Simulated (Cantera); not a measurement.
Feed: 1 mol SiHCl₃, 18 mol H₂, equilibrated at 34.0 mbar.

Method: chemical equilibrium by Gibbs-energy minimisation in Cantera with the NASA 1993 tables (ideal gas, pure condensed phases). Candidate condensed phases: Si; 19 gas species. Gases not in the tables: Si₂H₆ and higher silanes. Rates play no part.

### Question
Which condensed phases are stable at each of these points (T (K)): 1623, 1648, 1673, 1698, 1723, 1748, 1773?

### Answer
```tsv
T (K)	condensed phases	Si condensed (%)
1623	Si(s)	38.0
1648	Si(s)	37.6
1673	Si(s)	37.2
1698	Si(l)	37.3
1723	Si(l)	38.2
1748	Si(l)	39.1
1773	Si(l)	40.0
```

From 1623 K to 1673 K the condensed part is Si(s). From 1698 K to 1773 K the condensed part is Si(l).
